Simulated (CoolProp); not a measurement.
Dodecamethylpentasiloxane (MD3M) along the isotherm 620 K: Z from the reference equation and from simpler models built on Tc = 628.0 K, pc = 0.9540 MPa, ω = 0.730; each cubic takes its own stable root.

Values from CoolProp's reference Helmholtz-energy equation of state, Thol 2019.

```tsv
p (MPa)	phase	reference	van der Waals	Redlich-Kwong	Soave-Redlich-Kwong	Peng-Robinson
0.149	gas	0.9372	0.9501	0.9427	0.9417	0.9357
0.298	gas	0.8683	0.8952	0.8802	0.8779	0.8663
0.447	gas	0.7909	0.8333	0.8106	0.8065	0.7895
0.596	gas	0.6998	0.7605	0.7297	0.7227	0.7009
0.745	gas	0.5800	0.6675	0.6272	0.6138	0.5878
0.894	liquid	0.1599	0.4994	0.2337	0.2096	0.1885
1.04	liquid	0.1757	0.2841	0.2327	0.2223	0.1997
1.19	liquid	0.1945	0.3045	0.2488	0.2408	0.2163
1.34	liquid	0.2139	0.3289	0.2677	0.2608	0.2341
1.49	liquid	0.2335	0.3545	0.2875	0.2811	0.2523
1.64	liquid	0.2531	0.3807	0.3076	0.3016	0.2706
1.79	liquid	0.2726	0.4069	0.3277	0.3221	0.2889
1.94	liquid	0.2920	0.4333	0.3479	0.3424	0.3071
2.09	liquid	0.3114	0.4595	0.3680	0.3627	0.3252
2.24	liquid	0.3307	0.4857	0.3880	0.3828	0.3432
2.38	liquid	0.3485	0.5100	0.4065	0.4014	0.3599
```
